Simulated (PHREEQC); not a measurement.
**Alkaline etch or developer: speciation**

Dissolve 0.0099 mol/kgw TMAH, 0.0046 mol/kgw Na2SiO3 and 4.9e-05 mol/kgw (CH3)4NCl at 94 °C. Closed to the air; pH follows from the charge balance.

Equilibrium calculation in PHREEQC: ion-association model, phreeqc.dat.

Precipitation was switched off in this run.

Q: Estimate the pH, ionic strength.

A: pH 10.43; ionic strength 0.0194 mol/kgw.

Q: In which forms is Si present?

A: H3SiO4- 91 %, H2SiO4-2 5.1 %, H4SiO4 4.0 % of the Si.

(CH3)4N+ isn't in the database: it is added as a free cation with an ion size of 4 Å. At this temperature some constants are extrapolated from 25 °C, and those without enthalpy data are left unchanged.
